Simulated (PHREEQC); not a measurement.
Make-up at 50 °C: 0.0026 mol/kgw NH4HF2, 0.0037 mol/kgw H2SiF6 and 0.003 mol/kgw H3BO3. Closed to the air; pH follows from the charge balance.

All values are PHREEQC results (ion-association model, wateq4f.dat), not measurements.

No solid was allowed to form.

Q: Estimate the pH, ionic strength.

A: pH 2.37; ionic strength 0.00976 mol/kgw.

Q: In which forms is B present?

A: BF4- 47 %, H3BO3 45 %, BF3OH- 5.2 %, BF2(OH)2- 3.2 % of the B.

Examples of supersaturated solids here: Quartz (slow to form), Chalcedony (slow to form). Others may be too. At this temperature some constants are extrapolated from 25 °C, and those without enthalpy data are left unchanged. SiF6-2 is the database's only silicon fluoride. Real BF4- forms and hydrolyses slowly; the run takes it at equilibrium.
